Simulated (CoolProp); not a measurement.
Saturation properties of diethyl ether.

Computed with CoolProp (reference Helmholtz-energy equation of state, Thol 2014).

```csv
T (K),p (MPa),enthalpy of vaporisation (kJ/kg),liquid cp (kJ/(kg K))
288.7,0.04912,374.2,2.303
292.4,0.05709,371.1,2.315
296.1,0.06607,368.0,2.327
299.8,0.07613,364.9,2.340
303.5,0.08737,361.7,2.353
307.2,0.09988,358.5,2.366
310.9,0.1137,355.3,2.380
314.6,0.1291,352.0,2.394
318.3,0.1460,348.6,2.408
322,0.1646,345.2,2.422
325.7,0.1849,341.7,2.437
329.4,0.2071,338.2,2.452
```

It boils at 307.6 K under 1 atm.
